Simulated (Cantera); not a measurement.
A Cantera script and what it prints.

```python
import numpy as np
import cantera as ct

gas_names = [...]  # 76 gases of nasa_gas.yaml made of C, H
cond_names = """
    C(gr) C6H6(L) C7H8(L) C8H18(L),n-octa
""".split()


# ... load() reads the species with a 1 bar reference pressure and builds the phases ...
atoms = {
    'toluene': {'C': 7, 'H': 8},
    'H2': {'H': 2},
}
top_T = {'C(gr)': 4500}  # K; cautious upper limits of use, not melting points


# ... equilibrate(T, P, feed) seeds the gas with the atoms and calls Mixture.equilibrate('TP', solver="vcs", rtol=1e-11, max_steps=5000) ...
results = []
feed = {'toluene': 1, 'H2': 17}  # mol
P = 100000  # Pa
for T in [648, 723, 798, 873, 948, 1023, 1098, 1173, 1248]:
    mix = equilibrate(T, P, feed)
    results.append((T, P, feed, dict(zip(mix.species_names, mix.species_moles))))
    x = sorted(zip(gas.X, gas.species_names), reverse=True)
    print(f"T = {T:g} K  P = {P:g} Pa  gas = {mix.phase_moles(0):.4g} mol")
    print("   x: " + "  ".join(f"{s} {v:.3e}" for v, s in x if v > 0.001))
    print("   condensed (mol): " + ("  ".join(f"{mix.phase(i).name} {mix.phase_moles(i):.4g}"
          for i in range(1, mix.n_phases) if mix.phase_moles(i) > 1e-12) or "none"))
```

Output:

```
T = 648 K  P = 100000 Pa  gas = 14 mol
   x: H2 5.000e-01  CH4 5.000e-01
   condensed (mol): none
T = 723 K  P = 100000 Pa  gas = 14 mol
   x: H2 5.000e-01  CH4 5.000e-01
   condensed (mol): none
T = 798 K  P = 100000 Pa  gas = 14.6 mol
   x: H2 5.617e-01  CH4 4.383e-01
   condensed (mol): C(gr) 0.6008
T = 873 K  P = 100000 Pa  gas = 16.78 mol
   x: H2 7.485e-01  CH4 2.515e-01
   condensed (mol): C(gr) 2.78
T = 948 K  P = 100000 Pa  gas = 18.59 mol
   x: H2 8.701e-01  CH4 1.299e-01
   condensed (mol): C(gr) 4.585
T = 1023 K  P = 100000 Pa  gas = 19.71 mol
   x: H2 9.345e-01  CH4 6.551e-02
   condensed (mol): C(gr) 5.709
T = 1098 K  P = 100000 Pa  gas = 20.31 mol
   x: H2 9.659e-01  CH4 3.409e-02
   condensed (mol): C(gr) 6.308
T = 1173 K  P = 100000 Pa  gas = 20.61 mol
   x: H2 9.813e-01  CH4 1.873e-02
   condensed (mol): C(gr) 6.614
T = 1248 K  P = 100000 Pa  gas = 20.77 mol
   x: H2 9.891e-01  CH4 1.091e-02
   condensed (mol): C(gr) 6.773
```

These are equilibrium values from Cantera (NASA tables, ideal gas, pure condensed phases), not measurements of a reactor.
